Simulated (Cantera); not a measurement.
An isothermal, constant-pressure homogeneous reactor starts with CO : O2 : H2O : N2 = 0.0046 : 0.0045 : 0.049 : 1 (molar parts), at 1375 K and 0.590 bar. Integrator tolerance rtol = 1e-08.

Computed with Cantera and GRI-Mech 3.0 (53 species, 325 reactions).

Problem. What does this change do: 0.01 parts CH4 added?

Solution. 
```tsv
quantity	before	after
x(CO) at 200 s	7.91e-8 (gas-phase equilibrium 7.98e-8)	0.00478 (gas-phase equilibrium 0.00773)
x(O2) at 200 s	0.00208 (gas-phase equilibrium 0.00205)	<1e-12 (gas-phase equilibrium <1e-12)
x(H2O) at 200 s	0.0464 (gas-phase equilibrium 0.0464)	0.0424 (gas-phase equilibrium 0.0386)
x(H) at 200 s	2.87e-9 (gas-phase equilibrium 2.88e-9)	5.98e-7 (gas-phase equilibrium 7.12e-7)
x(NO) at 200 s	2.57e-7 (gas-phase equilibrium 6.84e-5)	3.03e-10 (gas-phase equilibrium 9.17e-10)
x(CO2) at 200 s	0.00436 (gas-phase equilibrium 0.00436)	0.00544 (gas-phase equilibrium 0.00574)
x(OH) at 200 s	5.87e-6 (gas-phase equilibrium 5.85e-6)	2.55e-8 (gas-phase equilibrium 1.97e-8)
```
